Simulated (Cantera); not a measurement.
# Moist CO burnout

An isothermal, constant-pressure homogeneous reactor starts with CO : O2 : H2O : N2 = 0.0012 : 0.0034 : 0.00096 : 1 (molar parts), at 1250 K and 6.70 bar.

Computed with Cantera and GRI-Mech 3.0 (53 species, 325 reactions).

```csv
t (s),x CO,x O2,x H2O,x NO2,x CO2,x NO
0.000200,0.00119,0.00338,0.000955,<1e-12,7.41e-10,<1e-12
0.000719,0.00119,0.00338,0.000955,<1e-12,6.59e-9,<1e-12
0.00258,0.00119,0.00338,0.000955,<1e-12,4.74e-7,<1e-12
0.00928,0.00102,0.00329,0.000950,1.11e-10,0.000177,1.35e-9
0.0334,0.000478,0.00302,0.000952,2.37e-9,0.000716,2.07e-8
0.120,6.51e-5,0.00282,0.000954,1.08e-8,0.00113,6.33e-8
0.431,1.04e-6,0.00279,0.000955,4.63e-9,0.00119,8.90e-8
1.55,3.90e-9,0.00279,0.000955,7.41e-10,0.00119,9.43e-8
5.57,4.77e-10,0.00279,0.000955,3.78e-10,0.00119,9.47e-8
20.0,4.75e-10,0.00279,0.000955,3.78e-10,0.00119,9.48e-8
```
x: mole fraction; the columns are a selection and need not sum to one.

Equilibrium at this temperature and pressure: CO 4.76e-10, O2 0.00277, H2O 0.000955, NO2 1.45e-7, CO2 0.00119, NO 3.66e-5 (gas phase only).
